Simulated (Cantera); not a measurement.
Silicon nitride deposition: trisilylamine + N₂ + H₂

A closed system holds: 1 mol trisilylamine, 44 mol N₂, 96 mol H₂, at 2023 K and 0.240 bar.

Method: chemical equilibrium by Gibbs-energy minimisation in Cantera with the NASA 1993 tables (ideal gas, pure condensed phases). Candidate condensed phases: Si, Si₃N₄; 18 gas species. The feed counts by its element totals alone. The tables' values for SiN are old estimates; treat these amounts as uncertain. Gases not in the tables: Si₂H₆ and higher silanes. The numbers say what is thermodynamically allowed, not how fast it happens.

```json
{
 "x(H₂)": "0.690",
 "x(N₂)": "0.306",
 "x(H)": "0.00322",
 "x(Si)": "0.000237",
 "x(SiH₂)": "8.34e-5",
 "x(SiH)": "6.20e-5",
 "x(Si₂N)": "2.04e-5",
 "x(SiN)": "1.58e-5",
 "x(Si₂)": "2.60e-6",
 "n(Si(l))": "2.94 mol",
 "gas_amount": "145.3 mol"
}
```
